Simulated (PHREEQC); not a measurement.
Make-up at 25 °C: 0.0027 mol/kgw K2CO3 and 0.0058 mol/kgw K2SO4. Closed to the air; pH follows from the charge balance.

Computed with PHREEQC (ion-association model, phreeqc.dat).

The pH comes out as 10.70 and the ionic strength is 0.0242 mol/kgw. The specific conductance is 2200 µS/cm. The total alkalinity is 5.40 meq/kg.

```json
[
 {"species": "K+", "molality": "0.0167", "activity": "0.0143", "log γ": "-0.067"},
 {"species": "SO4-2", "molality": "0.00545", "activity": "0.00304", "log γ": "-0.254"},
 {"species": "CO3-2", "molality": "0.00211", "activity": "0.00119", "log γ": "-0.249"},
 {"species": "OH-", "molality": "0.000588", "activity": "0.000504", "log γ": "-0.067"},
 {"species": "HCO3-", "molality": "0.000588", "activity": "0.000510", "log γ": "-0.062"},
 {"species": "KSO4-", "molality": "0.000351", "activity": "0.000305", "log γ": "-0.062"},
 {"species": "CO2", "molality": "2.29e-8", "activity": "2.30e-8", "log γ": "0.002"}
]
```

No solid was allowed to form.
